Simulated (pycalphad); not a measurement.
# Effect of B content in Ti-Hf-B

Source of the numbers: pycalphad with the COST 507 light-alloy database (1999); pressure 1 atm. These are 1990s assessments: newer ones move some temperatures and phases. Phase fractions are per mole of atoms.

**Question.** One of these alloys has its liquidus at 1850 K, its solidus at 1818 K, and holds bcc 0.91, BM 0.09 at 1150 K. Which?
A. Ti-11Hf-3B (at.%)
B. Ti-11Hf-1.5B (at.%)
C. Ti-11Hf-4.5B (at.%)
D. Ti-11Hf-6B (at.%)

**Answer.** C, Ti-11Hf-4.5B (at.%). The others: Ti-11Hf-1.5B (at.%), liquidus 1897, solidus 1817; Ti-11Hf-3B (at.%), liquidus 1872, solidus 1818; Ti-11Hf-6B (at.%), liquidus 1832, solidus 1818

Database names, with the compositions (at.%) that they take in these runs: BM: Ti 48-50 B 50 Hf 0-2.
